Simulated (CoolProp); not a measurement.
Vapour-liquid equilibrium of n-octane (1) + n-dodecane (2) at 0.207 MPa; x and y are mole fractions of (1).

Values from CoolProp's multi-fluid Helmholtz-energy mixture model, Beckmüller 2019 and Lemmon 2004; pair parameters Bell 2016.

| x | bubble temperature (K) | y at the bubble point | dew temperature at overall composition x (K) | liquid density (mol/L) |
|---|---|---|---|---|
| 0.05 | 513.2 | 0.189 | 519.7 | ___ |
| 0.125 | ___ | 0.411 | 516.3 | 3.531 |
| 0.2 | 490.2 | ___ | 512.7 | 3.667 |
| 0.275 | 480.4 | 0.690 | 508.8 | 3.801 |
| 0.35 | 471.7 | 0.775 | 504.7 | ___ |
| 0.425 | 464.0 | 0.836 | 500.3 | 4.064 |
| 0.5 | 457.2 | 0.881 | 495.4 | 4.196 |
| 0.575 | 451.1 | 0.915 | 490.0 | 4.328 |
| 0.65 | 445.6 | 0.940 | 484.0 | 4.461 |
| 0.725 | 440.8 | 0.960 | ___ | 4.595 |
| 0.8 | 436.4 | 0.974 | 468.7 | 4.732 |
| 0.875 | 432.4 | 0.986 | 458.2 | 4.871 |
| 0.95 | 428.9 | 0.995 | 443.3 | 5.013 |

**Question.** Fill in the missing entries.

**Answer.** 
- 0.05, liquid density (mol/L): 3.394
- 0.125, bubble temperature (K): 501.1
- 0.2, y at the bubble point: 0.573
- 0.35, liquid density (mol/L): 3.933
- 0.725, dew temperature at overall composition x (K): 477.0

No azeotrope shows between x = 0.05 and 0.95.

The pair parameters rest on a limited set of measurements; away from them the model extrapolates.
